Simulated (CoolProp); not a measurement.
A closed Brayton cycle with nitrogen: compressor inlet 309.15 K and 3.7 MPa, high pressure 12.7 MPa, turbine inlet 795 K, compressor efficiency 0.8, turbine efficiency 0.85, recuperator effectiveness 0.8 (on enthalpy, no pinch check). Each further row changes one setting.

Computed with CoolProp (reference Helmholtz-energy equation of state, Span 2000).

```tsv
case	thermal efficiency (%)	net work (kJ/kg)	compressor to turbine work	compressor exit (K)	turbine exit (K)
as stated	17.3	42.8	0.80	473.6	602.9
turbine inlet 745 K	12.8	28.9	0.86	473.6	563.3
compressor inlet 319.15 K	15.1	36.9	0.83	488.7	602.9
high pressure 10.8 MPa	19.3	45.0	0.77	448.6	625.0
recuperator effectiveness 0.5	14.8	42.8	0.80	473.6	602.9
```
